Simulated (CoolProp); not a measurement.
Vapour-liquid equilibrium of CH2F2 (R32) (1) + fluoroethane (R161) (2) at 316.5 K; x and y are mole fractions of (1).

Values from CoolProp's multi-fluid Helmholtz-energy mixture model, Tillner-Roth 1997 and Wu 2012; pair parameters Bell 2016.

Give the bubble pressure and the first vapour's composition at x = 0.05, 0.45, 0.75. Is there an azeotrope?

x = 0.05: 1.550 MPa, y = 0.081; x = 0.45: 2.048 MPa, y = 0.548; x = 0.75: 2.394 MPa, y = 0.808. No azeotrope shows between x = 0.05 and 0.95.

The pair parameters rest on a limited set of measurements; away from them the model extrapolates.
